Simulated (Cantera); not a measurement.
Input (Python, Cantera) and output of one run.

```python
import numpy as np
import cantera as ct

gas_names = """
    B BH BH2 BH3 BO BO2 B2 B2O B2O2 B2O3 B3O3H3 H HBO HBO2 HO2 H2 H2O H2O2 H3B3O6 O OH O2 O3
""".split()
cond_names = """
    B(b) B(L) B2O3(L) B3O3H3(cr) H2O(s) H2O(L)
""".split()


def load(file, names, dense=False):
    # The tables refer to 1 bar. Condensed volumes are neglected.
    table = {s.name: s for s in ct.Species.list_from_file(file)}
    out = []
    for n in names:
        d = dict(table[n].input_data)
        d["thermo"] = dict(d["thermo"], **{"reference-pressure": 1e5})
        if dense:
            d["equation-of-state"] = {"model": "constant-volume", "density": "1e6 g/cm^3"}
        out.append(ct.Species.from_dict(d))
    return out


gas = ct.Solution(thermo="ideal-gas", species=load("nasa_gas.yaml", gas_names))
cond = {s.name: ct.Solution(thermo="fixed-stoichiometry", species=[s], name=s.name)
        for s in load("nasa_condensed.yaml", cond_names, dense=True)}
atoms = {
    'B2H6': {'B': 2, 'H': 6},
    'O2': {'O': 2},
}
top_T = {}  # K; cautious upper limits of use, not melting points


def equilibrate(T, P, feed):
    n = {}
    for name, mol in feed.items():
        for a, k in atoms[name].items():
            n[a] = n.get(a, 0.0) + k * mol
    gas.TPX = T, P, n
    mass = sum(n.values()) * gas.mean_molecular_weight
    gas.equilibrate("TP")
    valid = [c for c in cond.values() if c.min_temp <= T <= top_T.get(c.name, c.max_temp)]
    mix = ct.Mixture([(gas, mass / gas.mean_molecular_weight)] + [(c, 0.0) for c in valid])
    mix.T, mix.P = T, P
    mix.equilibrate("TP", solver="vcs", rtol=1e-11, max_steps=5000)
    return mix


results = []
feed = {'B2H6': 1, 'O2': 0.069}  # mol
for P in [10, 37, 140, 520, 1900, 7200, 27000, 100000]:
    for T in [1025, 1125, 1225, 1325, 1425, 1525, 1625, 1725, 1825, 1925, 2025]:
        mix = equilibrate(T, P, feed)
        results.append((T, P, feed, dict(zip(mix.species_names, mix.species_moles))))

for T, P, feed, n in results:
    print(f"{T:7g} {P:10.4g}  " + (" + ".join(c for c in cond_names if n.get(c, 0) > 1e-12) or "gas only"))
```

Result:

```
   1025         10  B(b) + B2O3(L)
   1125         10  B(b) + B2O3(L)
   1225         10  B(b) + B2O3(L)
   1325         10  B(b)
   1425         10  B(b)
   1525         10  B(b)
   1625         10  B(b)
   1725         10  B(b)
   1825         10  B(b)
   1925         10  B(b)
   2025         10  B(b)
   1025         37  B(b) + B2O3(L)
   1125         37  B(b) + B2O3(L)
   1225         37  B(b) + B2O3(L)
   1325         37  B(b) + B2O3(L)
   1425         37  B(b)
   1525         37  B(b)
   1625         37  B(b)
   1725         37  B(b)
   1825         37  B(b)
   1925         37  B(b)
   2025         37  B(b)
   1025        140  B(b) + B2O3(L)
   1125        140  B(b) + B2O3(L)
   1225        140  B(b) + B2O3(L)
   1325        140  B(b) + B2O3(L)
   1425        140  B(b)
   1525        140  B(b)
   1625        140  B(b)
   1725        140  B(b)
   1825        140  B(b)
   1925        140  B(b)
   2025        140  B(b)
   1025        520  B(b) + B2O3(L)
   1125        520  B(b) + B2O3(L)
   1225        520  B(b) + B2O3(L)
   1325        520  B(b) + B2O3(L)
   1425        520  B(b) + B2O3(L)
   1525        520  B(b)
   1625        520  B(b)
   1725        520  B(b)
   1825        520  B(b)
   1925        520  B(b)
   2025        520  B(b)
   1025       1900  B(b) + B2O3(L)
   1125       1900  B(b) + B2O3(L)
   1225       1900  B(b) + B2O3(L)
   1325       1900  B(b) + B2O3(L)
   1425       1900  B(b) + B2O3(L)
   1525       1900  B(b)
   1625       1900  B(b)
   1725       1900  B(b)
   1825       1900  B(b)
   1925       1900  B(b)
   2025       1900  B(b)
   1025       7200  B(b) + B2O3(L)
   1125       7200  B(b) + B2O3(L)
   1225       7200  B(b) + B2O3(L)
   1325       7200  B(b) + B2O3(L)
   1425       7200  B(b) + B2O3(L)
   1525       7200  B(b) + B2O3(L)
   1625       7200  B(b)
   1725       7200  B(b)
   1825       7200  B(b)
   1925       7200  B(b)
   2025       7200  B(b)
   1025    2.7e+04  B(b) + B2O3(L)
   1125    2.7e+04  B(b) + B2O3(L)
   1225    2.7e+04  B(b) + B2O3(L)
   1325    2.7e+04  B(b) + B2O3(L)
   1425    2.7e+04  B(b) + B2O3(L)
   1525    2.7e+04  B(b) + B2O3(L)
   1625    2.7e+04  B(b) + B2O3(L)
   1725    2.7e+04  B(b)
   1825    2.7e+04  B(b)
   1925    2.7e+04  B(b)
   2025    2.7e+04  B(b)
   1025      1e+05  B(b) + B2O3(L)
   1125      1e+05  B(b) + B2O3(L)
   1225      1e+05  B(b) + B2O3(L)
   1325      1e+05  B(b) + B2O3(L)
   1425      1e+05  B(b) + B2O3(L)
   1525      1e+05  B(b) + B2O3(L)
   1625      1e+05  B(b) + B2O3(L)
   1725      1e+05  B(b)
   1825      1e+05  B(b)
   1925      1e+05  B(b)
   2025      1e+05  B(b)
```

Equilibrium computed with Cantera from the NASA thermochemical tables; the gas is ideal and each condensed phase is pure. The feed counts by its element totals alone. Mutual solubility and eutectic melting of coexisting phases are not modelled.
